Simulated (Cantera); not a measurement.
Feed: 1 mol Zr, 12 mol N₂O, 3.8 mol N₂, equilibrated at 1.33 mbar.

Cantera equilibrium calculation (NASA polynomials, part measured and part estimated; ideal gas, pure solids and liquids). Candidate condensed phases: Zr, ZrN, ZrO₂; 13 gas species. Equilibrium is a limit: real reactors are often held back by kinetics, nucleation or transport.

log p: log10 of the partial pressure in bar; n: condensed amount in mol.

```csv
T (K),log p N₂,log p O₂,log p NO,log p O,log p NO₂,log p N₂O,n ZrO₂(monoclinic),n ZrO₂(tetragonal)
1075,-2.99,-3.49,?,-10.63,-9.91,-12.59,1.00,0
1150,-2.99,-3.49,?,-9.83,-9.81,-12.32,1.00,0
1225,-2.99,-3.49,?,-9.12,-9.71,-12.09,1.00,0
1300,-2.99,-3.49,?,-8.50,-9.63,-11.88,1.00,0
1375,-2.99,-3.49,?,-7.94,-9.55,-11.69,1.00,0
1450,-2.99,-3.50,?,-7.44,-9.49,-11.53,1.00,0
1525,-2.99,-3.50,?,-6.99,-9.43,-11.38,0,1.00
1600,-3.00,-3.50,?,-6.59,-9.37,-11.24,0,1.00
```

### Question
Fill in the missing entries.

### Answer

- 1075, log p NO: -7.03
- 1150, log p NO: -6.74
- 1225, log p NO: -6.48
- 1300, log p NO: -6.26
- 1375, log p NO: -6.06
- 1450, log p NO: -5.88
- 1525, log p NO: -5.71
- 1600, log p NO: -5.57
